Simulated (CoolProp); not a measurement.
The fluoroketone C6F12O (FK-5-1-12) at 298.15 K and 5.66 MPa is throttled through a valve to 3.07 MPa with no heat exchange. Each further row changes one setting.

Computed with CoolProp (reference Helmholtz-energy equation of state, McLinden 2015).

```csv
case,temperature change (K),final density (kg/m³)
as stated,___,1610
outlet pressure 0.921 MPa,+1.3,___
outlet pressure 3.99 MPa,___,___
```

### Question
Complete the blanks.

### Answer

- as stated, temperature change (K): +0.7
- outlet pressure 0.921 MPa, final density (kg/m³): 1600
- outlet pressure 3.99 MPa, temperature change (K): +0.5
- outlet pressure 3.99 MPa, final density (kg/m³): 1620
